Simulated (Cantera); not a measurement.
# Counterflow diffusion flame

A counterflow diffusion flame at 750 Torr, nozzles 20 mm apart: fuel side CH4 : C2H6 = 1 : 0.73 (molar parts) at 575 K, oxidiser side O2 : N2 = 0.21 : 0.79 (molar parts) at 798 K, fuel mass flux 1.1 times the oxidiser's; mixture-averaged transport, no radiation.

Cantera simulation using GRI-Mech 3.0 (53 species, 325 reactions); the numbers are that mechanism's predictions, not measurements. GRI-Mech 3.0 has no aromatics or soot, which form on the fuel side of real flames. The maximum strain rate includes the flame's own expansion and is several times the mean.

| oxidiser flux (kg/m²/s) | max strain (1/s) | mean strain (1/s) | T max (K) | peak x OH | peak x H | peak x NO | peak x CO | peak x C2H2 |
|---|---|---|---|---|---|---|---|---|
| 0.25 | 270 | 58.7 | 2244 | 0.0110 | 0.00587 | 0.000416 | 0.0715 | 0.0351 |
| 0.42 | 441 | 98.6 | 2214 | 0.0110 | 0.00638 | 0.000363 | 0.0697 | 0.0329 |
| 0.7 | 713 | 164 | 2188 | 0.0109 | 0.00692 | 0.000314 | 0.0687 | 0.0309 |
| 1.2 | 1180 | 282 | 2158 | 0.0106 | 0.00742 | 0.000256 | 0.0680 | 0.0284 |
| 1.9 | 1810 | 446 | 2126 | 0.0102 | 0.00770 | 0.000200 | 0.0677 | 0.0257 |
| 3.3 | 3010 | 775 | 2079 | 0.00930 | 0.00773 | 0.000132 | 0.0682 | 0.0217 |
| 5.4 | 4720 | 1270 | 2022 | 0.00810 | 0.00725 | 7.31e-5 | 0.0693 | 0.0169 |
x: mole fraction; the columns are a selection and need not sum to one.
